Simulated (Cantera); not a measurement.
Charge: 1 mol CH₃SiCl₃, 0.25 mol C₂H₂, 3.9 mol H₂, 0.00021 mol CH₄, at 2.70 Torr.

Cantera equilibrium calculation (NASA polynomials, part measured and part estimated; ideal gas, pure solids and liquids). Candidate condensed phases: C, C₆H₆, C₇H₈, C₈H₁₈, Si, SiC; 109 gas species. The feed counts by its element totals alone. The tables' values for SiCl, SiCl₃ are old estimates; treat these amounts as uncertain. Gases not in the tables: Si₂H₆ and higher silanes. Rates play no part.

x: gas mole fraction; n: condensed amount in mol.

```tsv
T (°C)	x H₂	x HCl	x H	x Cl	x Si	x SiCl₂	x SiC₂	n C(graphite)	n SiC(s)
1327	0.591	0.398	0.000696	0.000371	2.85e-7	0.00973	1.11e-9	0.573	0.927
1427	0.593	0.390	0.00189	0.000966	2.80e-6	0.0136	2.19e-8	0.600	0.900
1527	0.596	0.379	0.00461	0.00224	2.12e-5	0.0180	3.10e-7	0.630	0.869
1627	0.596	0.366	0.0102	0.00473	0.000130	0.0226	3.29e-6	0.663	0.834
1727	0.592	0.349	0.0209	0.00915	0.000663	0.0270	2.75e-5	0.700	0.793
1827	0.581	0.327	0.0396	0.0164	0.00289	0.0307	0.000186	0.747	0.737
1927	0.556	0.297	0.0700	0.0272	0.0110	0.0328	0.00106	0.837	?
2027	0.503	0.254	0.114	0.0415	0.0372	0.0321	0.00513	1.08	?
2127	0.428	0.223	0.173	0.0645	0.0633	0.0195	0.0121	1.19	?
```

**Question.** What belongs in the gaps?

**Answer.** 
- 1927, n SiC(s): 0.620
- 2027, n SiC(s): 0.278
- 2127, n SiC(s): 0
